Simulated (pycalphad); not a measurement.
Computed with pycalphad from the COST 507 light-alloy database (1999), at 1 atm. The data set is of 1999 and partly superseded. Amounts are mole fractions of atoms.

**Question.** Give the equilibrium state of Mg-40Si (at.%) at 802 °C.

**Answer.** MG2SI, fraction 0.900, with 33.3 Si at.%; DIAMOND_A4, fraction 0.100, with 100 Si at.%.

**Question.** Give the equilibrium state of Mg-40Si (at.%) at 977 °C.

**Answer.** 
```
T = 1250.00 K, P = 101325 Pa, N = 1 mol of atoms
G = -70737 J/mol, H = 14526 J/mol, S = 68.21 J/(mol K)  (SER reference)
chemical potentials (J/mol): Mg -87520, Si -45563
phase             fraction      x(Mg)      x(Si)
MG2SI               0.6260     0.6667     0.3333
LIQUID              0.3740     0.4884     0.5116
```

Database names, with the compositions (at.%) that they take in these runs: MG2SI: Mg 67 Si 33. DIAMOND_A4 is diamond (Si).
